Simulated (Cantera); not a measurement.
Feed: 1 mol Si2H6, 0.1 mol Cl2, 170 mol N2, at 1698 K and 30000 Pa.

These are equilibrium values from Cantera (NASA tables, ideal gas, pure condensed phases), not measurements of a reactor. Candidate condensed phases: NH4Cl, Si, Si3N4; 28 gas species. The feed counts by its element totals alone. Kinetics and transport are ignored.

Base state: N2 0.982, H2 0.0169, HCl 0.00115, H 3.43e-5 (mole fractions); condensed: Si3N4(s).

### Question
What changes in the equilibrium state with this change: Si2H6 replaced by SiH2Cl2?

### Answer
```tsv
species	before	after
N2	0.982	0.988
HCl	0.00115	0.00720
SiCl2	8.29e-6	0.00249
H2	0.0169	0.00221
SiCl4	<1e-9	2.28e-5
SiCl3	3.26e-8	0.000169
Cl	1.81e-6	3.14e-5
Si3N4(s), mol	0.666	0.180
```
The tables' values for SiCl3 are old estimates; treat these amounts as uncertain.
